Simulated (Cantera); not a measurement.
Charge: 1 mol Si3N4, 1.7 mol Cl2, 49 mol N2, equilibrated at 8.30 Pa.

Equilibrium computed with Cantera from the NASA thermochemical tables; the gas is ideal and each condensed phase is pure. Candidate condensed phases: Si, Si3N4; 13 gas species. Rates play no part.

Task: What share of the Si ends up in condensed phases as a function of T (K), at 1048, 1123, 1198, 1273, 1348, 1423, 1498, 1573, 1648, 1723, 1798, 1873, 1948?

Result: 
```
T (K)  Si condensed (%)        as
-----  ----------------  --------
1048               71.2  Si3N4(s)
1123               68.9  Si3N4(s)
1198               59.9  Si3N4(s)
1273               47.9  Si3N4(s)
1348               44.3  Si3N4(s)
1423               43.7  Si3N4(s)
1498               43.4  Si3N4(s)
1573               42.3     Si(s)
1648               37.8     Si(s)
1723               21.5     Si(l)
1798                0.0         -
1873                0.0         -
1948                0.0         -
```
